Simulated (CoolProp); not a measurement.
Vapour-liquid equilibrium of acetone (1) + benzene (2) at 110.45 °C; x and y are mole fractions of (1).

Values from CoolProp's multi-fluid Helmholtz-energy mixture model, Lemmon 2006 and Thol 2012; pair parameters Bell 2016.

Problem. Give the bubble pressure and the first vapour's composition at x = 0.275, 0.8, 0.95. Is there an azeotrope?

Solution. x = 0.275: 3.272 bar, y = 0.446; x = 0.8: 4.454 bar, y = 0.865; x = 0.95: 4.739 bar, y = 0.966. No azeotrope shows between x = 0.05 and 0.95.

Pair parameters are fitted to limited data, so mixtures are less certain than the pure fluids.
